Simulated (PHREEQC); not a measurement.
Make-up at 20 °C and 100 atm: 0.00096 mol/kgw FeCl3, 0.12 mol/kgw ZnCl2 and 0.0018 mol/kgw NaHCO3. Closed to the air; pH follows from the charge balance.

All values are PHREEQC results (ion-association model, phreeqc.dat), not measurements.

| quantity | before | after |
|---|---|---|
| pH | 4.56 | 4.24 |
| ionic strength (mol/kgw) | 0.332 | 0.282 |
| Zn+2 (mol/kgw) | 0.105 | 0.0814 |
| ZnCl+ (mol/kgw) | 0.0137 | 0.0343 |
| CO2 (mol/kgw) | 0.00162 | 0.00171 |
| ZnCl2 (mol/kgw) | 0.000859 | 0.00301 |

Question: Name the change that produced these shifts.
A. ZnCl2 from 0.12 to 0.108 mol/kgw
B. FeCl3 from 0.00096 to 0.00048 mol/kgw
C. 0.026 mol/kgw HF added
D. temperature from 20 to 55 °C

Answer: D, temperature from 20 to 55 °C

No solid was allowed to form. Some of these states are supersaturated (in Hematite (slow to form), Goethite (slow to form), for instance). Under pressure, the constants of complexes without a molar volume in the database are unreliable. Away from 25 °C the constants follow the database's enthalpies or fits; those with neither stay at their 25 °C values.
